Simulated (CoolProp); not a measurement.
The numbers come from the reference Helmholtz-energy equation of state, Thol 2018 in CoolProp.

Q: For hydrogen chloride, give the phase and the cp (kJ/(kg K)), cv (kJ/(kg K)), speed of sound (m/s), isothermal compressibility (1/MPa) at 122.45 °C and 71.8 bar; 139.15 °C and 71.8 bar; 172.55 °C and 71.8 bar.

A: 
- 122.45 °C and 71.8 bar: gas; cp 1.17, cv 0.657, speed of sound 329, isothermal compressibility 0.170
- 139.15 °C and 71.8 bar: gas; cp 1.09, cv 0.636, speed of sound 341, isothermal compressibility 0.164
- 172.55 °C and 71.8 bar: gas; cp 1.00, cv 0.611, speed of sound 362, isothermal compressibility 0.156
